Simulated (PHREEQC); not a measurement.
Dissolve 0.056 mol KOH, 0.083 mol KNO3 and 0.016 mol CO2 per kg of water at 25 °C. Closed to the air; pH follows from the charge balance.

All values are PHREEQC results (ion-association model, phreeqc.dat), not measurements.

```
Quantity                      Value
--------------------  -------------
pH                            12.24
ionic strength        0.155 mol/kgw
specific conductance    18400 µS/cm
density                 1.005 g/cm³
total alkalinity        56.0 meq/kg
```

```json
[
 {"species": "K+", "molality": "0.139", "activity": "0.102", "log γ": "-0.136"},
 {"species": "NO3-", "molality": "0.0830", "activity": "0.0595", "log γ": "-0.145"},
 {"species": "OH-", "molality": "0.0241", "activity": "0.0175", "log γ": "-0.138"},
 {"species": "CO3-2", "molality": "0.0159", "activity": "0.00536", "log γ": "-0.473"},
 {"species": "HCO3-", "molality": "8.62e-5", "activity": "6.57e-5", "log γ": "-0.118"}
]
```

This is a speciation only: nothing precipitates in the calculation. Species that the database lacks are ignored.
